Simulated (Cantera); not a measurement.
**Thermodynamics of nitride etching, feed Si3N4 + Cl2**

A closed system holds: 1 mol Si3N4, 7.8 mol Cl2, held at 13.3 mbar.

Equilibrium computed with Cantera from the NASA thermochemical tables; the gas is ideal and each condensed phase is pure. Candidate condensed phases: Si, Si3N4; 13 gas species. The tables' values for SiCl3 are old estimates; treat these amounts as uncertain. Kinetics and transport are ignored.

From 775 K to 1775 K nothing is condensed. The main Si-bearing gas is SiCl4 throughout.

```
T (K)  x SiCl4      x Cl   x N2   x Cl2   x SiCl3
-----  -------  --------  -----  ------  --------
775      0.441   2.29e-5  0.294   0.265    <1e-12
875      0.441  0.000205  0.294   0.265  4.84e-11
975      0.441   0.00118  0.294   0.264   2.16e-9
1075     0.440   0.00489  0.293   0.262   4.74e-8
1175     0.438    0.0158  0.292   0.255   6.15e-7
1275     0.432    0.0418  0.288   0.238   5.39e-6
1375     0.421    0.0920  0.281   0.207   3.53e-5
1475     0.404     0.169  0.269   0.158  0.000188
1575     0.383     0.260  0.256   0.101  0.000886
1675     0.362     0.336  0.244  0.0534   0.00386
1775     0.335     0.388  0.234  0.0256    0.0151
```
x: gas mole fraction; nothing condenses.
